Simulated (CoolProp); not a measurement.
The fluid at 298.15 K and 0.34 MPa expands adiabatically to 0.0832 MPa with isentropic efficiency 0.7. The same conditions are run with several fluids, on thermodynamics alone (safety and materials aside).

Computed with CoolProp (reference Helmholtz-energy equation of state of each fluid (dimethyl ether: Wu 2011; CH3F (R41): Lemmon 2006; CF4 (R14): Platzer 1990; chloromethane (R40): Thol 2014)). The equations of Platzer and Polt are older, rougher fits.

Problem. Rank dimethyl ether, CH3F (R41), CF4 (R14), chloromethane (R40) by work (kJ/kg), highest first.

Solution. CH3F (R41) (59.7), dimethyl ether (45.9), chloromethane (R40) (40.3), CF4 (R14) (24.9)

| fluid | final temperature (K) | final phase | final density (kg/m³) |
|---|---|---|---|
| dimethyl ether | 259.0 | gas | 1.83 |
| CH3F (R41) | 238.3 | gas | 1.45 |
| CF4 (R14) | 259.3 | gas | 3.41 |
| chloromethane (R40) | 244.7 | two-phase, vapour fraction 0.989 | 2.16 |
